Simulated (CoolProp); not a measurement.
Vapour pressure (bar) of n-perfluoropentane: the reference equation beside estimates from Tc = 147.9 °C, pc = 20.63 bar, ω = 0.436. Clausius-Clapeyron is anchored at 33.25 °C with a constant enthalpy of vaporisation of 25.77 kJ/mol.

The numbers come from the reference Helmholtz-energy equation of state, Gao 2022 in CoolProp.

```json
[
 {"T (°C)": "21.65", "reference": "0.7587", "Lee-Kesler": "0.7589", "Clausius-Clapeyron": "0.7847", "Redlich-Kwong": "1.809", "Soave-Redlich-Kwong": "0.7584", "Peng-Robinson": "0.7611"},
 {"T (°C)": "23.95", "reference": "0.8292", "Lee-Kesler": "0.8299", "Clausius-Clapeyron": "0.8513", "Redlich-Kwong": "1.931", "Soave-Redlich-Kwong": "0.8293", "Peng-Robinson": "0.8312"},
 {"T (°C)": "26.25", "reference": "0.9047", "Lee-Kesler": "0.9060", "Clausius-Clapeyron": "0.9223", "Redlich-Kwong": "___", "Soave-Redlich-Kwong": "0.9054", "Peng-Robinson": "0.9064"},
 {"T (°C)": "28.55", "reference": "0.9856", "Lee-Kesler": "0.9874", "Clausius-Clapeyron": "0.9980", "Redlich-Kwong": "2.192", "Soave-Redlich-Kwong": "0.9868", "Peng-Robinson": "0.9868"},
 {"T (°C)": "30.95", "reference": "1.076", "Lee-Kesler": "1.078", "Clausius-Clapeyron": "1.082", "Redlich-Kwong": "2.338", "Soave-Redlich-Kwong": "1.078", "Peng-Robinson": "1.077"},
 {"T (°C)": "33.25", "reference": "1.168", "Lee-Kesler": "1.171", "Clausius-Clapeyron": "1.168", "Redlich-Kwong": "2.484", "Soave-Redlich-Kwong": "1.171", "Peng-Robinson": "1.169"},
 {"T (°C)": "35.55", "reference": "1.267", "Lee-Kesler": "1.271", "Clausius-Clapeyron": "___", "Redlich-Kwong": "2.637", "Soave-Redlich-Kwong": "1.271", "Peng-Robinson": "1.267"},
 {"T (°C)": "37.95", "reference": "1.376", "Lee-Kesler": "1.381", "Clausius-Clapeyron": "1.361", "Redlich-Kwong": "___", "Soave-Redlich-Kwong": "1.381", "Peng-Robinson": "1.376"},
 {"T (°C)": "40.25", "reference": "___", "Lee-Kesler": "1.494", "Clausius-Clapeyron": "1.464", "Redlich-Kwong": "2.970", "Soave-Redlich-Kwong": "1.495", "Peng-Robinson": "1.487"},
 {"T (°C)": "42.55", "reference": "1.607", "Lee-Kesler": "1.613", "Clausius-Clapeyron": "1.574", "Redlich-Kwong": "3.143", "Soave-Redlich-Kwong": "1.615", "Peng-Robinson": "1.605"},
 {"T (°C)": "44.95", "reference": "1.738", "Lee-Kesler": "___", "Clausius-Clapeyron": "1.695", "Redlich-Kwong": "3.331", "Soave-Redlich-Kwong": "1.748", "Peng-Robinson": "1.737"},
 {"T (°C)": "47.25", "reference": "1.872", "Lee-Kesler": "1.880", "Clausius-Clapeyron": "1.818", "Redlich-Kwong": "3.518", "Soave-Redlich-Kwong": "1.884", "Peng-Robinson": "1.870"},
 {"T (°C)": "49.55", "reference": "2.013", "Lee-Kesler": "2.022", "Clausius-Clapeyron": "1.947", "Redlich-Kwong": "3.713", "Soave-Redlich-Kwong": "2.027", "Peng-Robinson": "___"}
]
```

Complete the blanks.


- 26.25, Redlich-Kwong: 2.059
- 35.55, Clausius-Clapeyron: 1.260
- 37.95, Redlich-Kwong: 2.803
- 40.25, reference: 1.488
- 44.95, Lee-Kesler: 1.745
- 49.55, Peng-Robinson: 2.011

Absolute difference from the reference over all 13 rows, mean and median: Lee-Kesler 0.3 and 0.3 %, Clausius-Clapeyron 1.8 and 1.9 %, Redlich-Kwong 109.4 and 108.1 %, Soave-Redlich-Kwong 0.3 and 0.3 %, Peng-Robinson 0.1 and 0.1 %.
